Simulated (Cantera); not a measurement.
## Premixed flame

A freely propagating, adiabatic, planar premixed flame of CH₄ : O₂ : N₂ = 1 : 1.43 : 5.37 (molar parts), unburnt at 400 K and 180000 Pa; mixture-averaged transport, grid criteria slope 0.08 and curve 0.16, no radiation.

Model: GRI-Mech 3.0 (53 species, 325 reactions), integrated in Cantera. Burning velocities carry a grid error of a few per cent, more on coarse grids.

```json
[
 {"z (mm)": "-1.69", "T (K)": "401", "u (m/s)": "0.200", "x CH₄": "0.128", "x O₂": "0.183", "x CH₃": "<1e-8", "x C₂H₆": "7.06e-8", "x C₂H₄": "1.33e-7", "x H": "<1e-8"},
 {"z (mm)": "-1.12", "T (K)": "408", "u (m/s)": "0.204", "x CH₄": "0.126", "x O₂": "0.181", "x CH₃": "<1e-8", "x C₂H₆": "1.37e-6", "x C₂H₄": "2.25e-6", "x H": "<1e-8"},
 {"z (mm)": "-0.844", "T (K)": "432", "u (m/s)": "0.218", "x CH₄": "0.124", "x O₂": "0.179", "x CH₃": "4.86e-8", "x C₂H₆": "9.14e-6", "x C₂H₄": "1.36e-5", "x H": "<1e-8"},
 {"z (mm)": "-0.562", "T (K)": "567", "u (m/s)": "0.290", "x CH₄": "0.113", "x O₂": "0.168", "x CH₃": "8.19e-7", "x C₂H₆": "0.000105", "x C₂H₄": "0.000130", "x H": "<1e-8"},
 {"z (mm)": "-0.281", "T (K)": "1056", "u (m/s)": "0.552", "x CH₄": "0.0756", "x O₂": "0.121", "x CH₃": "0.000103", "x C₂H₆": "0.000902", "x C₂H₄": "0.000968", "x H": "6.96e-6"},
 {"z (mm)": "-0.141", "T (K)": "1449", "u (m/s)": "0.767", "x CH₄": "0.0429", "x O₂": "0.0753", "x CH₃": "0.000889", "x C₂H₆": "0.00133", "x C₂H₄": "0.00185", "x H": "0.000101"},
 {"z (mm)": "0", "T (K)": "1805", "u (m/s)": "0.965", "x CH₄": "0.0133", "x O₂": "0.0290", "x CH₃": "0.00217", "x C₂H₆": "0.000300", "x C₂H₄": "0.00129", "x H": "0.000795"},
 {"z (mm)": "0.141", "T (K)": "1967", "u (m/s)": "1.05", "x CH₄": "0.00308", "x O₂": "0.00729", "x CH₃": "0.00115", "x C₂H₆": "1.66e-5", "x C₂H₄": "0.000203", "x H": "0.00156"},
 {"z (mm)": "0.281", "T (K)": "2016", "u (m/s)": "1.08", "x CH₄": "0.00112", "x O₂": "0.00183", "x CH₃": "0.000464", "x C₂H₆": "1.88e-6", "x C₂H₄": "2.94e-5", "x H": "0.00154"},
 {"z (mm)": "0.562", "T (K)": "2040", "u (m/s)": "1.09", "x CH₄": "0.000430", "x O₂": "0.000187", "x CH₃": "0.000134", "x C₂H₆": "1.58e-7", "x C₂H₄": "2.86e-6", "x H": "0.00108"},
 {"z (mm)": "1.12", "T (K)": "2048", "u (m/s)": "1.10", "x CH₄": "0.000212", "x O₂": "8.71e-6", "x CH₃": "4.23e-5", "x C₂H₆": "1.78e-8", "x C₂H₄": "5.02e-7", "x H": "0.000659"},
 {"z (mm)": "2.25", "T (K)": "2051", "u (m/s)": "1.10", "x CH₄": "0.000113", "x O₂": "1.10e-6", "x CH₃": "1.64e-5", "x C₂H₆": "<1e-8", "x C₂H₄": "1.48e-7", "x H": "0.000470"},
 {"z (mm)": "4.50", "T (K)": "2051", "u (m/s)": "1.10", "x CH₄": "4.31e-5", "x O₂": "7.42e-7", "x CH₃": "5.51e-6", "x C₂H₆": "<1e-8", "x C₂H₄": "3.54e-8", "x H": "0.000415"}
]
```
x: mole fraction of selected species; z is measured from the peak of heat release.

The laminar burning velocity is 19.9 cm/s, the thermal thickness comes out as 0.562 mm and the peak x(CH₃) is 0.00217. The peak x(C₂H₆) is 0.00135 and the peak x(C₂H₄) comes out as 0.00198. The peak x(H) comes out as 0.00162.
